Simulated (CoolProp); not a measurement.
A closed Brayton cycle with nitrogen: compressor inlet 330.15 K and 0.71 MPa, high pressure 1.33 MPa, turbine inlet 805 K, compressor efficiency 0.8, turbine efficiency 0.85, recuperator effectiveness 0.9 (on enthalpy, no pinch check). Each further row changes one setting.

Computed with CoolProp (reference Helmholtz-energy equation of state, Span 2000).

```tsv
case	thermal efficiency (%)	net work (kJ/kg)	compressor to turbine work	compressor exit (K)	turbine exit (K)
as stated	22.4	33.5	0.72	411.1	699.3
turbine inlet 755 K	19.0	26.1	0.76	411.1	654.9
compressor inlet 340.15 K	20.9	30.9	0.74	423.5	699.3
high pressure 1.13 MPa	22.4	28.1	0.68	388.7	725.3
recuperator effectiveness 0.5	12.3	33.5	0.72	411.1	699.3
```
